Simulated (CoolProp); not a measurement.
Saturated liquid density (kg/m³) of CF4 (R14): the reference equation beside estimates from Tc = 227.4 K, pc = 3.762 MPa, ω = 0.178. Rackett uses Z = 0.29056 − 0.08775 ω.

The numbers come from the reference Helmholtz-energy equation of state, Platzer 1990 in CoolProp. This equation is an older, rougher fit; its heat capacities, sound speeds and derivatives of the liquid may be far off and weren't checked against measurements.

| T (K) | reference | Rackett | Redlich-Kwong |
|---|---|---|---|
| 172.5 | 1446 | 1506 | 1352 |
| 176.8 | 1418 | 1477 | 1318 |
| 181.2 | 1389 | 1445 | 1282 |
| 185.5 | 1358 | 1413 | 1244 |
| 189.9 | 1326 | 1378 | 1203 |
| 194.2 | 1292 | 1342 | 1161 |
| 198.5 | 1256 | 1304 | 1115 |
| 202.9 | 1216 | 1262 | 1065 |
| 207.2 | 1173 | 1216 | 1012 |
| 211.6 | 1124 | 1164 | 952.0 |

Absolute difference from the reference over all 10 rows, mean and median: Rackett 3.9 and 3.9 %, Redlich-Kwong 10.2 and 9.7 %.
